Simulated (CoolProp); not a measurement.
Saturation properties of n-undecane.

Computed with CoolProp (reference Helmholtz-energy equation of state, Aleksandrov 2011). It is a short technical equation, of lower accuracy than the large ones.

| T (K) | p (MPa) | vapour Z | surface tension (mN/m) |
|---|---|---|---|
| 346.5 | 0.001238 | 0.9968 | 19.8 |
| 352.1 | 0.001651 | 0.9960 | 19.3 |
| 357.6 | 0.002166 | 0.9952 | 18.8 |
| 363.1 | 0.002814 | 0.9942 | 18.3 |
| 368.6 | 0.003618 | 0.9931 | 17.9 |
| 374.2 | 0.004630 | 0.9918 | 17.4 |
| 379.7 | 0.005846 | 0.9903 | 16.9 |
| 385.2 | 0.007319 | 0.9887 | 16.4 |
| 390.8 | 0.009126 | 0.9868 | 15.9 |
| 396.3 | 0.01125 | 0.9848 | 15.5 |
| 401.8 | 0.01376 | 0.9825 | 15.0 |

It boils at 468.9 K under 1 atm.

Surface tension comes from a separate correlation (Mulero 2014).
